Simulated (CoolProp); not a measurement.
Propylene along the isotherm 301.85 °C: fugacity coefficient from the reference equation and from simpler models built on Tc = 91.1 °C, pc = 4.555 MPa, ω = 0.146; each cubic takes its own stable root.

The numbers come from the reference Helmholtz-energy equation of state, Lemmon 2013 in CoolProp.

| p (MPa) | phase | reference | Redlich-Kwong | Peng-Robinson |
|---|---|---|---|---|
| 1.27 | gas | 0.9805 | 0.9777 | 0.9776 |
| 2.53 | gas | 0.9620 | 0.9563 | 0.9565 |
| 3.8 | gas | 0.9441 | 0.9357 | 0.9365 |
| 5.06 | supercritical | 0.9272 | 0.9161 | 0.9178 |
| 6.33 | supercritical | 0.9109 | 0.8973 | 0.9001 |
| 7.59 | supercritical | 0.8955 | 0.8795 | 0.8837 |
| 8.86 | supercritical | 0.8809 | 0.8627 | 0.8683 |
| 10.1 | supercritical | 0.8673 | 0.8472 | 0.8543 |
| 11.4 | supercritical | 0.8540 | 0.8321 | 0.8408 |
